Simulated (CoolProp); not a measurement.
Properties of propylene glycol along the isobar 181 kPa (Tc = 674.0 K, pc = 7292 kPa, ω = 0.327).

The numbers come from the reference Helmholtz-energy equation of state, Eisenbach 2021 in CoolProp.

| T (K) | phase | cv (kJ/(kg K)) | fugacity coefficient |
|---|---|---|---|
| 492.3 | gas | 2.457 | 0.9725 |
| 506.5 | gas | 2.515 | 0.9753 |
| 520.7 | gas | 2.570 | 0.9778 |
| 534.9 | gas | 2.623 | 0.9800 |
| 549.1 | gas | 2.673 | 0.9819 |
| 563.3 | gas | 2.720 | 0.9836 |
| 577.4 | gas | 2.765 | 0.9852 |
| 591.6 | gas | 2.808 | 0.9865 |
| 605.8 | gas | 2.849 | 0.9877 |
| 620 | gas | 2.888 | 0.9888 |
